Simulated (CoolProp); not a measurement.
Saturation properties of n-decane (Tc = 617.7 K, pc = 2101 kPa, ω = 0.488).

Values from CoolProp's reference Helmholtz-energy equation of state, Lemmon 2006. It is a short technical equation, of lower accuracy than the large ones.

```csv
T (K),p (kPa),liquid density (kg/m³),vapour density (kg/m³),enthalpy of vaporisation (kJ/kg),liquid viscosity (µPa s)
490,268.5,562.0,10.72,246.3,150
492.5,?,559.3,11.29,244.4,148
495.1,297.6,556.6,11.90,242.3,145
497.7,313.4,553.7,?,240.3,143
500.2,329.2,551.0,13.17,238.2,?
502.8,346.2,548.1,13.87,236.1,138
505.3,363.2,545.3,14.57,?,135
507.9,381.6,542.4,15.33,231.8,133
510.5,400.7,539.4,16.12,229.6,130
513,419.7,536.5,16.91,227.4,128
515.6,440.2,533.4,17.78,225.1,126
518.1,460.6,530.5,18.65,222.9,124
```

**Question.** Complete the blanks.

**Answer.** 
- 492.5, p (kPa): 282.5
- 497.7, vapour density (kg/m³): 12.53
- 500.2, liquid viscosity (µPa s): 140
- 505.3, enthalpy of vaporisation (kJ/kg): 234.0

It boils at 447.3 K under 1 atm.

Viscosity comes from a separate model (Huber 2004).
